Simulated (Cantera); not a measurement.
A closed system holds: 1 mol Cu2O, 7.5 mol H2, 2.6 mol N2, at 1250 K and 1.20 mbar.

Method: chemical equilibrium by Gibbs-energy minimisation in Cantera with the NASA 1993 tables (ideal gas, pure condensed phases). Candidate condensed phases: Cu, CuO, Cu(OH)2, Cu2O, H2O; 27 gas species. Kinetics and transport are ignored.

Base state: H2 0.644, N2 0.257, H2O 0.0990, Cu 3.86e-5, H 1.12e-5 (mole fractions); condensed: Cu(s).

Q: What changes in the equilibrium state with this change: temperature from 1250 K to 2098 K?

A: 
| species | before | after |
|---|---|---|
| H2 | 0.644 | 0.490 |
| N2 | 0.257 | 0.208 |
| Cu | 3.86e-5 | 0.160 |
| H | 1.12e-5 | 0.0622 |
| H2O | 0.0990 | 0.0787 |
| O | <1e-9 | 0.000107 |
| OH | 1.78e-8 | 0.00119 |
| Cu(s), mol | 2.00 | 0 |
